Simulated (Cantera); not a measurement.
A Cantera script and what it prints.

```python
import numpy as np
import cantera as ct

gas_names = [...]  # 139 gases of nasa_gas.yaml made of C, H, N, O, Ti
cond_names = """
    C(gr) C6H6(L) C7H8(L) C8H18(L),n-octa H2O(s) H2O(L) Ti(a) Ti(b) Ti(L) TiC(s) TiC(L) TiN(s) TiN(L)
    TiO(a) TiO(b) TiO(L) TiO2(ru) TiO2(L) Ti2O3(a) Ti2O3(b) Ti2O3(L) Ti3O5(a) Ti3O5(b) Ti3O5(L) Ti4O7(s)
    Ti4O7(L)
""".split()


# ... load() reads the species with a 1 bar reference pressure and builds the phases ...
atoms = {
    'Ti(OiPr)4': {'Ti': 1, 'C': 12, 'H': 28, 'O': 4},
    'H2O': {'H': 2, 'O': 1},
    'NH3': {'N': 1, 'H': 3},
}
top_T = {'C(gr)': 4500}  # K; cautious upper limits of use, not melting points


# ... equilibrate(T, P, feed) seeds the gas with the atoms and calls Mixture.equilibrate('TP', solver="vcs", rtol=1e-11, max_steps=5000) ...
results = []
feed = {'Ti(OiPr)4': 1, 'H2O': 2.2, 'NH3': 35}  # mol
P = 210  # Pa
for T in [1448, 1498, 1548, 1598, 1648, 1698, 1748, 1798, 1848, 1898, 1948, 1998]:
    mix = equilibrate(T, P, feed)
    results.append((T, P, feed, dict(zip(mix.species_names, mix.species_moles))))

top = {s: max(r[3][s] / sum(r[3][g] for g in gas_names) for r in results) for s in gas_names}
cols = sorted((s for s in top if top[s] > 1e-05), key=lambda s: -top[s])[:5]
seen = [c for c in cond_names if any(r[3].get(c, 0) > 1e-12 for r in results)]
print("log10 of partial pressures in bar; condensed amounts in mol")
print(f"{'T/K':>10s}" + "".join(f"{s[:9]:>10s}" for s in cols + seen))
for T, P, feed, n in results:
    ng = sum(n[g] for g in gas_names)
    print(f"{T:10.4g}" + "".join(f"{np.log10(max(n[s] / ng * P / 1e5, 1e-99)):10.3f}" for s in cols)
          + "".join(f"{n.get(c, 0):10.4g}" for c in seen))
```

It prints:

```
log10 of partial pressures in bar; condensed amounts in mol
       T/K        H2        N2        CO         H       HCN     C(gr)    TiC(s)
      1448    -2.807    -3.401    -3.851    -6.439    -6.245     4.774         1
      1498    -2.807    -3.401    -3.851    -6.168    -6.086     4.762         1
      1548    -2.807    -3.401    -3.851    -5.915    -5.938     4.746         1
      1598    -2.807    -3.402    -3.851    -5.677    -5.799     4.725         1
      1648    -2.808    -3.402    -3.851    -5.454    -5.669     4.697         1
      1698    -2.808    -3.403    -3.852    -5.244    -5.546     4.661         1
      1748    -2.809    -3.403    -3.852    -5.046    -5.432     4.616         1
      1798    -2.811    -3.405    -3.852    -4.859    -5.324     4.559         1
      1848    -2.813    -3.406    -3.853    -4.682    -5.222     4.488         1
      1898    -2.815    -3.408    -3.854    -4.515    -5.127     4.402         1
      1948    -2.819    -3.410    -3.856    -4.356    -5.037     4.298         1
      1998    -2.824    -3.413    -3.858    -4.207    -4.953     4.172         1
```

Cantera equilibrium calculation (NASA polynomials, part measured and part estimated; ideal gas, pure solids and liquids). The feed counts by its element totals alone. TiC: taken at fixed stoichiometry.
